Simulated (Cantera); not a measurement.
## Boron, boron nitride and boron oxide: B + NH₃ + N₂

Charge: 1 mol B, 0.18 mol NH₃, 0.2 mol N₂, at 1077 °C and 13.3 mbar.

Equilibrium computed with Cantera from the NASA thermochemical tables; the gas is ideal and each condensed phase is pure. Candidate condensed phases: B, BN; 15 gas species. Mutual solubility and eutectic melting of coexisting phases are not modelled. Equilibrium is a limit: real reactors are often held back by kinetics, nucleation or transport.

* **x(H₂)**: 1.000
* **x(H)**: 2.06e-5
* **x(BH₂)**: 1.76e-6
* **n(B(s))**: 0.420 mol
* **n(BN(s))**: 0.580 mol
* **gas amount**: 0.2700 mol
